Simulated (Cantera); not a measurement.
An isothermal, constant-pressure homogeneous reactor starts with 35.7 % C2H6, 64.3 % N2, at 1375 K and 1.01 bar.

Cantera simulation using GRI-Mech 3.0 (53 species, 325 reactions); the numbers are that mechanism's predictions, not measurements. GRI-Mech 3.0 stops at C3 and has no aromatics, soot or wall deposition, so with more carbon than oxygen in the feed, carbon stays in small species such as C2H2 where larger ones or solid carbon would form.

x: mole fraction; the columns are a selection and need not sum to one.

```
t (s)       x C2H6     x CH3   x C2H4     x H2    x C2H2     x HCN
--------  --------  --------  -------  -------  --------  --------
4.00e-5      0.345  0.000525  0.00738  0.00696   1.63e-5  1.36e-10
0.000186     0.277  0.000520   0.0508   0.0479  0.000874  3.86e-10
0.000862     0.101       ___    0.156    0.157    0.0109  5.38e-10
0.00400    0.00447       ___    0.173    0.237    0.0487  5.78e-10
0.0186    0.000743       ___    0.123    0.269    0.0905  5.63e-10
0.0862    0.000407   2.26e-5   0.0623    0.302     0.138  5.50e-10
0.400     0.000305   2.13e-5   0.0478    0.298     0.146  5.81e-10
1.86      0.000252   2.18e-5   0.0422    0.269     0.142  6.84e-10
8.62      0.000207   2.17e-5   0.0362    0.237     0.137  9.21e-10
40.0      0.000200   2.17e-5   0.0350    0.231     0.136   1.68e-9
```

Task: Fill in the missing entries.

Result: 
- 0.000862, x CH3: 0.000333
- 0.00400, x CH3: 7.04e-5
- 0.0186, x CH3: 2.87e-5
